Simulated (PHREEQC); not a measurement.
Make-up at 25 °C: 0.021 mol/kgw H2SO4, 0.00039 mol/kgw KCl and 0.00045 mol/kgw HF. Closed to the air; pH follows from the charge balance.

Computed with PHREEQC (ion-association model, phreeqc.dat).

Q: The ionic strength comes out as 0.0384 mol/kgw. What activity coefficients do H+, F-, Cl-, SO4-2, K+ get?

A: H+ 0.86, F- 0.83, Cl- 0.83, SO4-2 0.50, K+ 0.83.

Precipitation was switched off in this run. Complexes and solids missing from the database can't appear.
